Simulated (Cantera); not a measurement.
Input (Python, Cantera):

```python
import numpy as np
import cantera as ct

gas = ct.Solution("gri30.yaml")
gas.TPX = 1025, 100000, {'N2O': 1, 'H2': 0.003, 'N2': 1.5}
reactor = ct.IdealGasConstPressureReactor(gas, energy="off", clone=False)
net = ct.ReactorNet([reactor])
net.rtol, net.atol = 1e-08, 1e-18
show = ['N2O', 'H2', 'H2O2', 'N2', 'NO']
times = np.geomspace(6e-06, 50, 10)

steps = ct.SolutionArray(gas, extra=["t"])
rows = []
print(f"{'t/s':>10s}{'T/K':>9s}{'P/Pa':>11s}" + "".join(f"{s:>11s}" for s in show))
for t in times:
    while net.time < t:
        t_next = net.step()
        steps.append(gas.state, t=t_next)
    rows.append([np.interp(t, steps.t, y) for y in (steps.T, steps.P, *steps(*show).X.T)])
    print(f"{t:10.3e}{rows[-1][0]:9.1f}{rows[-1][1]:11.4g}" + "".join(f"{x:11.3e}" for x in rows[-1][2:]))
rate = np.gradient(steps.T, steps.t)
print("integrator steps:", len(steps.t))
if steps.T.max() > steps.T[0] + 200:
    print(f"time of steepest temperature rise: {steps.t[rate.argmax()]:.4e} s")
gas.TPX = 1025, 100000, {'N2O': 1, 'H2': 0.003, 'N2': 1.5}
gas.equilibrate("TP")
print(f"equilibrium (TP): T = {gas.T:.1f} K  " + "  ".join(f"{s} {gas[s].X[0]:.3e}" for s in show))
```

Result:

```
       t/s      T/K       P/Pa        N2O         H2       H2O2         N2         NO
 6.000e-06   1025.0      1e+05  3.995e-01  1.199e-03  2.113e-19  5.993e-01  1.240e-10
 3.525e-05   1025.0      1e+05  3.995e-01  1.199e-03  4.361e-16  5.993e-01  3.118e-09
 2.071e-04   1025.0      1e+05  3.995e-01  1.198e-03  3.905e-13  5.993e-01  3.672e-08
 1.216e-03   1025.0      1e+05  3.995e-01  1.194e-03  1.019e-10  5.993e-01  2.717e-07
 7.146e-03   1025.0      1e+05  3.994e-01  1.113e-03  1.502e-08  5.994e-01  1.832e-06
 4.198e-02   1025.0      1e+05  3.987e-01  6.570e-04  2.533e-08  6.000e-01  8.699e-06
 2.466e-01   1025.0      1e+05  3.970e-01  7.166e-05  2.369e-09  6.012e-01  4.234e-05
 1.449e+00   1025.0      1e+05  3.903e-01  7.102e-08  5.553e-10  6.050e-01  2.693e-04
 8.511e+00   1025.0      1e+05  3.543e-01  1.132e-10  6.843e-10  6.254e-01  1.530e-03
 5.000e+01   1025.0      1e+05  2.156e-01  5.229e-11  4.993e-10  7.042e-01  5.917e-03
integrator steps: 2086
equilibrium (TP): T = 1025.0 K  N2O 3.100e-09  H2 4.465e-13  H2O2 1.568e-12  N2 8.329e-01  NO 3.761e-05
```

Detailed kinetics in Cantera: GRI-Mech 3.0 (53 species, 325 reactions). GRI-Mech 3.0 was tuned for natural gas; its chemistry of N2O as a main component is partial and can be far from experiment. The mechanism lacks the step 2 NO + O2 → 2 NO2, which can matter for NO2 below about 1400 K. The temperature is held fixed by assumption; the heat of reaction is taken as removed at once.
